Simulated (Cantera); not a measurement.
Charge: 1 mol Al, 7.2 mol Cl2, 38 mol H2, held at 1175 °C and 75.0 Torr.

Cantera equilibrium calculation (NASA polynomials, part measured and part estimated; ideal gas, pure solids and liquids). Candidate condensed phases: Al, AlCl3; 12 gas species. The tables' values for AlCl2 are old estimates; treat these amounts as uncertain. Kinetics and transport are ignored.

Base state: H2 0.722, HCl 0.255, AlCl3 0.0221, AlCl2 0.000279, AlCl 3.36e-5, H 2.48e-5 (mole fractions); condensed: gas only.

Q: What changes in the equilibrium state with this change: pressure from 75.0 Torr to 1.00 Torr?

A: 
```json
[
 {"species": "H2", "before": "0.722", "after": "0.717"},
 {"species": "HCl", "before": "0.255", "after": "0.260"},
 {"species": "AlCl3", "before": "0.0221", "after": "0.0183"},
 {"species": "AlCl", "before": "3.36e-5", "after": "0.00200"},
 {"species": "Cl", "before": "7.14e-6", "after": "6.32e-5"},
 {"species": "H", "before": "2.48e-5", "after": "0.000214"}
]
```

Q: What changes in the equilibrium state with this change: H2 from 38 to 0.75 mol?

A: 
| species | before | after |
|---|---|---|
| Cl2 | 3.08e-9 | 0.583 |
| HCl | 0.255 | 0.191 |
| AlCl3 | 0.0221 | 0.128 |
| H2 | 0.722 | 2.15e-9 |
| Cl | 7.14e-6 | 0.0982 |
| AlCl | 3.36e-5 | <1e-9 |
| H | 2.48e-5 | 1.35e-9 |
| AlCl2 | 0.000279 | 1.17e-7 |
